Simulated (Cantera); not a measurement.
**Thermodynamics of silicon carbide growth, feed (CH3)2SiCl2 + H2 + HCl**

Charge: 1 mol (CH3)2SiCl2, 8 mol H2, 1.6 mol HCl, at 902 °C and 600 Pa.

Cantera equilibrium calculation (NASA polynomials, part measured and part estimated; ideal gas, pure solids and liquids). Candidate condensed phases: C, C6H6, C7H8, C8H18, Si, SiC; 109 gas species. The feed counts by its element totals alone. The tables' values for SiCl3 are old estimates; treat these amounts as uncertain. Kinetics and transport are ignored.

The x(H2) is 0.742 and the x(HCl) is 0.255. The x(SiCl4) is 0.00204 and the x(SiCl2) comes out as 0.000289. The x(SiCl3) comes out as 0.000246. The x(SiHCl3) is 0.000140, the x(CH4) is 6.32e-5 and the x(H) is 1.36e-6. The x(SiH2Cl2) is 1.23e-6 and the n(C(graphite)) is 1.04 mol. The n(SiC(s)) is 0.963 mol and the gas amount comes out as 13.57 mol. The log10 activity of Si(s) (absent) comes out as -2.84.
